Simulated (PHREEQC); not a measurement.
Make-up at 85 °C: 0.0114 mol/kgw CuCl2 and 0.0036 mol/kgw Na2SO4. Closed to the air; pH follows from the charge balance.

All values are PHREEQC results (ion-association model, phreeqc.dat), not measurements.

```
Item                     Value
--------------  --------------
pH                        4.22
ionic strength  0.0353 mol/kgw
```

```
species     molality  activity   log γ
----------  --------  --------  ------
Cl-           0.0204    0.0167  -0.088
Cu+2         0.00773   0.00375  -0.314
Na+          0.00715   0.00590  -0.083
CuCl+        0.00237   0.00194  -0.087
SO4-2        0.00234   0.00109  -0.331
CuSO4        0.00117   0.00118   0.004
H+           7.04e-5   6.01e-5  -0.069
NaSO4-       5.34e-5   4.43e-5  -0.081
Cu2(OH)2+2   5.32e-5   2.42e-5  -0.341
HSO4-        3.67e-5   3.02e-5  -0.085
```

No solid was allowed to form. Complexes and solids missing from the database can't appear. At this temperature some constants are extrapolated from 25 °C, and those without enthalpy data are left unchanged.
